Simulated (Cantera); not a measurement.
**Reactions in the system H-O**

Cantera with NASA thermochemical tables; ideal gases at 1 bar, condensed phases pure. Values are per mole of reaction as written; species without (g) are pure solids or liquids, kept so even where they would boil at 1 bar.

2 OH(g) = H2O2(g)

| T (K) | ΔH° (kJ) | ΔS° (J/K) | ΔG° (kJ) | log10 K |
|---|---|---|---|---|
| 2248 | -214.6 | -139.5 | 99.0 | -2.30 |
| 2298 | -214.4 | -139.4 | 105.9 | -2.41 |
| 2348 | -214.2 | -139.3 | 112.9 | -2.51 |
| 2398 | -213.9 | -139.2 | 119.9 | -2.61 |
| 2448 | -213.7 | -139.1 | 126.8 | -2.71 |
| 2498 | -213.4 | -139.0 | 133.8 | -2.80 |
| 2548 | -213.2 | -138.9 | 140.7 | -2.88 |
| 2598 | -213.0 | -138.8 | 147.7 | -2.97 |
| 2648 | -212.7 | -138.7 | 154.6 | -3.05 |
| 2698 | -212.5 | -138.6 | 161.5 | -3.13 |
| 2748 | -212.2 | -138.5 | 168.5 | -3.20 |
